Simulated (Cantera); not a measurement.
Cantera run:

```python
import numpy as np
import cantera as ct

gas_names = """
    CL CLO CL2 Fe FeCL FeCL2 FeCL3 FeO Fe2CL4 Fe2CL6 N NO NO2 NO3 N2 N2O O O2 O3
""".split()
cond_names = """
    Fe(a) Fe(c) Fe(d) Fe(L) FeCL2(s) FeCL2(L) FeCL3(s) FeCL3(L) FeO(s) FeO(L) Fe2O3(s) Fe3O4(s)
""".split()


def load(file, names, dense=False):
    # The tables refer to 1 bar. Condensed volumes are neglected.
    table = {s.name: s for s in ct.Species.list_from_file(file)}
    out = []
    for n in names:
        d = dict(table[n].input_data)
        d["thermo"] = dict(d["thermo"], **{"reference-pressure": 1e5})
        if dense:
            d["equation-of-state"] = {"model": "constant-volume", "density": "1e6 g/cm^3"}
        out.append(ct.Species.from_dict(d))
    return out


gas = ct.Solution(thermo="ideal-gas", species=load("nasa_gas.yaml", gas_names))
cond = {s.name: ct.Solution(thermo="fixed-stoichiometry", species=[s], name=s.name)
        for s in load("nasa_condensed.yaml", cond_names, dense=True)}
atoms = {
    'FeCl2': {'Fe': 1, 'CL': 2},
    'O2': {'O': 2},
    'N2': {'N': 2},
}
top_T = {'Fe2O3(s)': 1830, 'Fe3O4(s)': 1870}  # K; cautious upper limits of use, not melting points


def equilibrate(T, P, feed):
    n = {}
    for name, mol in feed.items():
        for a, k in atoms[name].items():
            n[a] = n.get(a, 0.0) + k * mol
    gas.TPX = T, P, n
    mass = sum(n.values()) * gas.mean_molecular_weight
    gas.equilibrate("TP")
    valid = [c for c in cond.values() if c.min_temp <= T <= top_T.get(c.name, c.max_temp)]
    mix = ct.Mixture([(gas, mass / gas.mean_molecular_weight)] + [(c, 0.0) for c in valid])
    mix.T, mix.P = T, P
    mix.equilibrate("TP", solver="vcs", rtol=1e-11, max_steps=5000)
    return mix


results = []
feed = {'FeCl2': 1, 'O2': 1.6, 'N2': 190}  # mol
P = 0.27  # Pa
for T in [600, 650, 700, 750, 800, 850, 900, 950, 1000]:
    mix = equilibrate(T, P, feed)
    results.append((T, P, feed, dict(zip(mix.species_names, mix.species_moles))))

top = {s: max(r[3][s] / sum(r[3][g] for g in gas_names) for r in results) for s in gas_names}
cols = sorted((s for s in top if top[s] > 0.001), key=lambda s: -top[s])[:8]
seen = [c for c in cond_names if any(r[3].get(c, 0) > 1e-12 for r in results)]
print("log10 of partial pressures in bar; condensed amounts in mol")
print(f"{'T/K':>10s}" + "".join(f"{s[:9]:>10s}" for s in cols + seen))
for T, P, feed, n in results:
    ng = sum(n[g] for g in gas_names)
    print(f"{T:10.4g}" + "".join(f"{np.log10(max(n[s] / ng * P / 1e5, 1e-99)):10.3f}" for s in cols)
          + "".join(f"{n.get(c, 0):10.4g}" for c in seen))
```

Result:

```
log10 of partial pressures in bar; condensed amounts in mol
       T/K        N2        O2       CL2        CL     FeCL2  Fe2O3(s)
       600    -5.573    -7.922    -7.852   -11.635   -15.950       0.5
       650    -5.573    -7.922    -7.852   -10.812   -14.166       0.5
       700    -5.573    -7.922    -7.853   -10.106   -12.644    0.4999
       750    -5.573    -7.922    -7.857    -9.495   -11.336    0.4994
       800    -5.573    -7.919    -7.873    -8.966   -10.212    0.4958
       850    -5.573    -7.904    -7.929    -8.519    -9.277    0.4752
       900    -5.574    -7.854    -8.104    -8.183    -8.604    0.4017
       950    -5.574    -7.790    -8.495    -8.000    -8.255    0.2956
      1000    -5.575    -7.759    -9.058    -7.940    -8.137    0.2373
```

Cantera equilibrium calculation (NASA polynomials, part measured and part estimated; ideal gas, pure solids and liquids). Condensed phases not in the tables: FeOCl.
